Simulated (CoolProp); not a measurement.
A simple Rankine cycle with toluene: condensing at 313.15 K, boiler at 1.62 MPa, turbine inlet 525.8 K, turbine efficiency 0.9, pump efficiency 0.7, no recuperator. Each further row changes one setting.

Computed with CoolProp (reference Helmholtz-energy equation of state, Lemmon 2006). It is a short technical equation, of lower accuracy than the large ones.

```json
[
 {"case": "as stated", "thermal efficiency (%)": "25.8", "net work (kJ/kg)": "…", "heat in (kJ/kg)": "692", "turbine exit temperature (K)": "…", "volume ratio over the turbine": "211"},
 {"case": "turbine inlet 545.8 K", "thermal efficiency (%)": "25.7", "net work (kJ/kg)": "190", "heat in (kJ/kg)": "738", "turbine exit temperature (K)": "416.9", "volume ratio over the turbine": "202"},
 {"case": "condensing temperature 305.15 K", "thermal efficiency (%)": "27.0", "net work (kJ/kg)": "190", "heat in (kJ/kg)": "706", "turbine exit temperature (K)": "386.6", "volume ratio over the turbine": "302"},
 {"case": "boiler pressure 1.13 MPa", "thermal efficiency (%)": "…", "net work (kJ/kg)": "…", "heat in (kJ/kg)": "710", "turbine exit temperature (K)": "408.9", "volume ratio over the turbine": "134"},
 {"case": "turbine efficiency 0.8", "thermal efficiency (%)": "22.9", "net work (kJ/kg)": "159", "heat in (kJ/kg)": "692", "turbine exit temperature (K)": "407.7", "volume ratio over the turbine": "218"}
]
```

Q: Complete the blanks.

A: 
- as stated, net work (kJ/kg): 179
- as stated, turbine exit temperature (K): 394.5
- boiler pressure 1.13 MPa, thermal efficiency (%): 24.6
- boiler pressure 1.13 MPa, net work (kJ/kg): 175
